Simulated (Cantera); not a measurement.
Mixture: H2 : O2 : N2 = 1 : 0.227 : 0.855 (molar parts), equivalence ratio 2.2, at 7500 Torr, adiabatic and at constant volume. Ignition delay is the time to a rise of 400 K.

Detailed kinetics in Cantera: the H2/O2 subset of GRI-Mech 3.0, which has no nitrogen chemistry. The hydrogen kinetics of GRI-Mech 3.0 are dated; newer H2 mechanisms differ, most at raised pressure. Below about 950 K walls govern HO2 and H2O2 in real vessels.

### Question
Predict: delay at 875 K; delay at 975 K; delay at 1075 K; delay at 1175 K; delay at 1275 K; delay at 1375 K; delay at 1475 K.

### Answer
| Quantity | Result |
|---|---|
| delay at 875 K | 0.144 s |
| delay at 975 K | 10.5 ms |
| delay at 1075 K | 1.11 ms |
| delay at 1175 K | 0.113 ms |
| delay at 1275 K | 8.43 µs |
| delay at 1375 K | 2.97 µs |
| delay at 1475 K | 1.73 µs |
